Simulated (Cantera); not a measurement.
Charge: 1 mol Ca(OH)2, 0.045 mol CO2, 2.8 mol H2O, held at 1448.15 K and 39.0 Pa.

Equilibrium computed with Cantera from the NASA thermochemical tables; the gas is ideal and each condensed phase is pure. Candidate condensed phases: C, C6H6, C7H8, C8H18, Ca, CaCO3, CaO, Ca(OH)2, H2O; 115 gas species. The numbers say what is thermodynamically allowed, not how fast it happens.

### Question
What is the equilibrium state?

### Answer
| Property | Value |
|---|---|
| x(H2O) | 0.986 |
| x(CO2) | 0.0116 |
| x(H2) | 0.00165 |
| x(O2) | 0.000782 |
| x(OH) | 0.000271 |
| x(CO) | 4.61e-5 |
| x(H) | 1.90e-5 |
| x(O) | 2.77e-6 |
| n(CaO(s)) | 1.000 mol |
| gas amount | 3.849 mol |
| log10 activity of C(graphite) (absent) | -13.12 |
| log10 activity of Ca(l) (absent) | -14.10 |
